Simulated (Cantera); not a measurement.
Input (Python, Cantera) and output of one run.

```python
import numpy as np
import cantera as ct

gas_names = """
    CL CL2 H HCL H2 N NH NH2 NH3 N2 N2H2 N2H4 Si SiCL SiCL2 SiCL3 SiCL4 SiH SiHCL3 SiH2 SiH2CL2 SiH3
    SiH3CL SiH4 SiN Si2 Si2N Si3
""".split()
cond_names = """
    NH4CL(a) NH4CL(b) Si(cr) Si(L) Si3N4(a)
""".split()


def load(file, names, dense=False):
    # The tables refer to 1 bar. Condensed volumes are neglected.
    table = {s.name: s for s in ct.Species.list_from_file(file)}
    out = []
    for n in names:
        d = dict(table[n].input_data)
        d["thermo"] = dict(d["thermo"], **{"reference-pressure": 1e5})
        if dense:
            d["equation-of-state"] = {"model": "constant-volume", "density": "1e6 g/cm^3"}
        out.append(ct.Species.from_dict(d))
    return out


gas = ct.Solution(thermo="ideal-gas", species=load("nasa_gas.yaml", gas_names))
cond = {s.name: ct.Solution(thermo="fixed-stoichiometry", species=[s], name=s.name)
        for s in load("nasa_condensed.yaml", cond_names, dense=True)}
atoms = {
    'Si2H6': {'Si': 2, 'H': 6},
    'HCl': {'H': 1, 'CL': 1},
    'N2': {'N': 2},
}
top_T = {'Si3N4(a)': 2400}  # K; cautious upper limits of use, not melting points


def equilibrate(T, P, feed):
    n = {}
    for name, mol in feed.items():
        for a, k in atoms[name].items():
            n[a] = n.get(a, 0.0) + k * mol
    gas.TPX = T, P, n
    mass = sum(n.values()) * gas.mean_molecular_weight
    gas.equilibrate("TP")
    valid = [c for c in cond.values() if c.min_temp <= T <= top_T.get(c.name, c.max_temp)]
    mix = ct.Mixture([(gas, mass / gas.mean_molecular_weight)] + [(c, 0.0) for c in valid])
    mix.T, mix.P = T, P
    mix.equilibrate("TP", solver="vcs", rtol=1e-11, max_steps=5000)
    return mix


results = []
T = 1050  # K
P = 13332.2  # Pa
for m in [0.099, 0.15, 0.23, 0.36, 0.54, 0.83, 1.3, 2, 3, 4.6]:
    feed = {'Si2H6': 1, 'HCl': m, 'N2': 30}  # mol
    mix = equilibrate(T, P, feed)
    results.append((T, P, feed, dict(zip(mix.species_names, mix.species_moles))))
    x = sorted(zip(gas.X, gas.species_names), reverse=True)
    print(f"T = {T:g} K  P = {P:g} Pa  n(HCl) = {m:g} mol  gas = {mix.phase_moles(0):.4g} mol")
    print("   x: " + "  ".join(f"{s} {v:.3e}" for v, s in x if v > 1e-05))
    print("   condensed (mol): " + ("  ".join(f"{mix.phase(i).name} {mix.phase_moles(i):.4g}"
          for i in range(1, mix.n_phases) if mix.phase_moles(i) > 1e-12) or "none"))
```

Result:

```
T = 1050 K  P = 13332.2 Pa  n(HCl) = 0.099 mol  gas = 31.77 mol
   x: N2 9.024e-01  H2 9.444e-02  HCL 3.117e-03
   condensed (mol): Si3N4(a) 0.6667
T = 1050 K  P = 13332.2 Pa  n(HCl) = 0.15 mol  gas = 31.82 mol
   x: N2 9.010e-01  H2 9.429e-02  HCL 4.714e-03
   condensed (mol): Si3N4(a) 0.6667
T = 1050 K  P = 13332.2 Pa  n(HCl) = 0.23 mol  gas = 31.9 mol
   x: N2 8.987e-01  H2 9.405e-02  HCL 7.211e-03
   condensed (mol): Si3N4(a) 0.6667
T = 1050 K  P = 13332.2 Pa  n(HCl) = 0.36 mol  gas = 32.03 mol
   x: N2 8.951e-01  H2 9.367e-02  HCL 1.124e-02
   condensed (mol): Si3N4(a) 0.6667
T = 1050 K  P = 13332.2 Pa  n(HCl) = 0.54 mol  gas = 32.21 mol
   x: N2 8.901e-01  H2 9.315e-02  HCL 1.676e-02
   condensed (mol): Si3N4(a) 0.6667
T = 1050 K  P = 13332.2 Pa  n(HCl) = 0.83 mol  gas = 32.5 mol
   x: N2 8.821e-01  H2 9.233e-02  HCL 2.551e-02
   condensed (mol): Si3N4(a) 0.6666
T = 1050 K  P = 13332.2 Pa  n(HCl) = 1.3 mol  gas = 32.97 mol
   x: N2 8.696e-01  H2 9.108e-02  HCL 3.927e-02  SiCL4 3.999e-05
   condensed (mol): Si3N4(a) 0.6662
T = 1050 K  P = 13332.2 Pa  n(HCl) = 2 mol  gas = 33.66 mol
   x: N2 8.517e-01  H2 8.953e-02  HCL 5.857e-02  SiCL4 2.076e-04
   condensed (mol): Si3N4(a) 0.6643
T = 1050 K  P = 13332.2 Pa  n(HCl) = 3 mol  gas = 34.66 mol
   x: N2 8.278e-01  H2 8.833e-02  HCL 8.302e-02  SiCL4 8.775e-04
   condensed (mol): Si3N4(a) 0.6564
T = 1050 K  P = 13332.2 Pa  n(HCl) = 4.6 mol  gas = 36.23 mol
   x: N2 7.934e-01  HCL 1.142e-01  H2 8.918e-02  SiCL4 3.170e-03  SiHCL3 2.570e-05
   condensed (mol): Si3N4(a) 0.628
```

Equilibrium computed with Cantera from the NASA thermochemical tables; the gas is ideal and each condensed phase is pure. The feed counts by its element totals alone. N2 is the only nitrogen source here; it is nearly inert below about 1500 K, so the nitride shown seldom forms there in practice.
